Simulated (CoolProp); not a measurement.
Properties of cis-2-butene along the isotherm 525 K.

Computed with CoolProp (reference Helmholtz-energy equation of state, Lemmon 2005). It is a short technical equation, of lower accuracy than the large ones.

```
p (MPa)          phase       Z  cp (kJ/(kg K))  speed of sound (m/s)  expansivity (1/kK)
-------  -------------  ------  --------------  --------------------  ------------------
2.82               gas       ?           2.466                 256.9               3.043
5.65     supercritical  0.7288           2.817                 227.9               5.220
8.47     supercritical  0.6072           3.357                 218.5               8.021
11.3     supercritical  0.5573           3.510                 252.3               7.567
14.1     supercritical  0.5754           3.324                 309.7               5.569
16.9     supercritical  0.6199               ?                     ?               4.294
19.8     supercritical  0.6756           3.073                 417.6               3.503
22.6     supercritical  0.7331           3.006                     ?               3.007
25.4     supercritical  0.7920           2.958                 502.6               2.657
28.2     supercritical  0.8515           2.921                 539.5               2.396
31.1     supercritical  0.9131           2.891                 574.8               2.187
33.9     supercritical  0.9725           2.868                 606.5               2.026
36.7     supercritical       ?           2.849                 636.1               1.894
39.5     supercritical   1.090           2.833                 664.2               1.783
42.4     supercritical       ?           2.819                     ?               1.685
```

Question: Complete the blanks.

Answer: 
- 2.82, Z: 0.8689
- 16.9, cp (kJ/(kg K)): 3.174
- 16.9, speed of sound (m/s): 365.8
- 22.6, speed of sound (m/s): 462.3
- 36.7, Z: 1.032
- 42.4, Z: 1.151
- 42.4, speed of sound (m/s): 691.6
